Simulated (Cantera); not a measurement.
Cantera run:

```python
import numpy as np
import cantera as ct

gas_names = [...]  # 151 gases of nasa_gas.yaml made of C, H, N, O, Si
cond_names = """
    C(gr) C6H6(L) C7H8(L) C8H18(L),n-octa H2O(s) H2O(L) Si(cr) Si(L) SiC(b) SiO2(Lqz) SiO2(hqz) SiO2(L)
    Si2N2O(s) Si3N4(a)
""".split()


# ... load() reads the species with a 1 bar reference pressure and builds the phases ...
atoms = {
    'SiC': {'Si': 1, 'C': 1},
    'N2O': {'N': 2, 'O': 1},
    'H2': {'H': 2},
    'O2': {'O': 2},
}
top_T = {'C(gr)': 4500, 'SiC(b)': 3050, 'Si2N2O(s)': 2100, 'Si3N4(a)': 2400}  # K; cautious upper limits of use, not melting points


# ... equilibrate(T, P, feed) seeds the gas with the atoms and calls Mixture.equilibrate('TP', solver="vcs", rtol=1e-11, max_steps=5000) ...
results = []
feed = {'SiC': 1, 'N2O': 0.34, 'H2': 2.8, 'O2': 0.0092}  # mol
P = 9100  # Pa
for T in [1473, 1523, 1573, 1623, 1673, 1723, 1773, 1823, 1873, 1923, 1973]:
    mix = equilibrate(T, P, feed)
    results.append((T, P, feed, dict(zip(mix.species_names, mix.species_moles))))

top = {s: max(r[3][s] / sum(r[3][g] for g in gas_names) for r in results) for s in gas_names}
cols = sorted((s for s in top if top[s] > 0.0001), key=lambda s: -top[s])[:6]
seen = [c for c in cond_names if any(r[3].get(c, 0) > 1e-12 for r in results)]
print("log10 of partial pressures in bar; condensed amounts in mol")
print(f"{'T/K':>10s}" + "".join(f"{s[:9]:>10s}" for s in cols + seen))
for T, P, feed, n in results:
    ng = sum(n[g] for g in gas_names)
    print(f"{T:10.4g}" + "".join(f"{np.log10(max(n[s] / ng * P / 1e5, 1e-99)):10.3f}" for s in cols)
          + "".join(f"{n.get(c, 0):10.4g}" for c in seen))
```

It prints:

```
log10 of partial pressures in bar; condensed amounts in mol
       T/K        H2        N2        CO       SiO         H       HCN     C(gr)    SiC(b) Si2N2O(s)
      1473    -1.052    -3.107    -2.864    -5.622    -5.424    -5.139    0.5864    0.3695    0.3152
      1523    -1.066    -2.643    -2.546    -5.213    -5.169    -4.761    0.4372    0.4689    0.2655
      1573    -1.102    -2.248    -2.210    -4.791    -4.942    -4.438   0.05978    0.7202    0.1396
      1623    -1.107    -2.210    -2.178    -4.270    -4.714    -4.492         0    0.7607    0.1187
      1673    -1.108    -2.205    -2.181    -3.771    -4.498    -4.577         0    0.7624    0.1158
      1723    -1.110    -2.192    -2.190    -3.310    -4.294    -4.652         0    0.7664     0.108
      1773    -1.116    -2.163    -2.214    -2.892    -4.104    -4.715         0    0.7762    0.0885
      1823    -1.127    -2.105    -2.269    -2.528    -3.927    -4.764         0    0.7976   0.04567
      1873    -1.139    -2.054    -2.333    -2.331    -3.760    -4.744         0    0.8203         0
      1923    -1.139    -2.055    -2.333    -2.332    -3.596    -4.622         0    0.8201         0
      1973    -1.140    -2.055    -2.333    -2.332    -3.440    -4.505         0    0.8197         0
```

These are equilibrium values from Cantera (NASA tables, ideal gas, pure condensed phases), not measurements of a reactor. Mutual solubility and eutectic melting of coexisting phases are not modelled. Gases not in the tables: Si2H6 and higher silanes.
